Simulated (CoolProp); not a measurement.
Vapour-liquid equilibrium of benzene (1) + n-heptane (2) at 11.5 bar; x and y are mole fractions of (1).

Values from CoolProp's multi-fluid Helmholtz-energy mixture model, Thol 2012 and Span 2003; pair parameters Bell 2016.

```
x     bubble temperature (K)  y at the bubble point  dew temperature at overall composition x (K)  liquid density (mol/L)
----  ----------------------  ---------------------  --------------------------------------------  ----------------------
0.05                   480.8                  0.069                                         481.3                   4.930
0.15                   477.1                  0.201                                         478.5                   5.205
0.25                   473.7                  0.322                                         475.7                   5.498
0.35                   470.7                  0.431                                         472.9                   5.812
0.45                   468.0                  0.531                                         470.2                   6.150
0.55                   465.7                  0.622                                         467.5                   6.516
0.65                   463.7                  0.706                                         465.0                   6.917
0.75                   462.1                  0.788                                         462.8                   7.358
0.85                   460.9                  0.869                                         461.1                   7.847
0.95                   460.0                  0.955                                         460.0                   8.391
```

No azeotrope shows between x = 0.05 and 0.95.

The pair parameters rest on a limited set of measurements; away from them the model extrapolates.
